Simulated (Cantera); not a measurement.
# Pyrogenic steam for wet oxidation

A perfectly stirred reactor is fed with H2 : O2 : N2 = 0.66 : 1 : 20 (molar parts), at 58000 Pa; it is held at 1100 K, and followed from long to short residence time.

Computed with Cantera and the H2/O2 subset of GRI-Mech 3.0, which has no nitrogen chemistry.

| τ (s) | x H2 | x O2 | x H2O2 | x H | x O | x H2O |
|---|---|---|---|---|---|---|
| 10 | 2.11e-5 | 0.0314 | 6.79e-8 | 2.04e-7 | 2.40e-6 | 0.0309 |
| 2.4 | 5.51e-5 | 0.0314 | 1.43e-7 | 8.49e-7 | 6.57e-6 | 0.0309 |
| 0.54 | 0.000144 | 0.0315 | 2.88e-7 | 3.75e-6 | 1.84e-5 | 0.0308 |
| 0.12 | 0.000358 | 0.0315 | 5.01e-7 | 1.67e-5 | 4.96e-5 | 0.0305 |
| 0.028 | 0.000817 | 0.0317 | 7.35e-7 | 6.94e-5 | 0.000122 | 0.0300 |
| 0.0064 | 0.00183 | 0.0322 | 9.68e-7 | 0.000284 | 0.000283 | 0.0288 |
| 0.0014 | 0.00412 | 0.0332 | 1.13e-6 | 0.00108 | 0.000616 | 0.0260 |
| 0.00033 | 0.00890 | 0.0357 | 1.10e-6 | 0.00290 | 0.00107 | 0.0201 |
x: mole fraction; the columns are a selection and need not sum to one.
